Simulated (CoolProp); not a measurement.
Aqueous methanol as a coolant, at 7 °C, 1 atm.

Model: Melinder's fits for secondary coolants, in CoolProp.

```
mass %  freezing point (°C)  cp (kJ/(kg K))  density (kg/m³)  viscosity (mPa s)  conductivity (W/(m K))
------  -------------------  --------------  ---------------  -----------------  ----------------------
2.4                    -1.4           4.238            995.5               1.55                   0.561
11.8                   -7.9           4.207            981.4               2.06                   0.511
21.2                  -16.2           4.069            969.3               2.51                   0.464
30.6                  -26.4           3.909            956.5               2.78                   0.420
40                    -38.7           3.734            942.0               2.81                   0.379
49.4                  -53.4           3.525            925.3               2.63                   0.344
58.7                  -70.5           3.302            906.7               2.35                   0.312
```
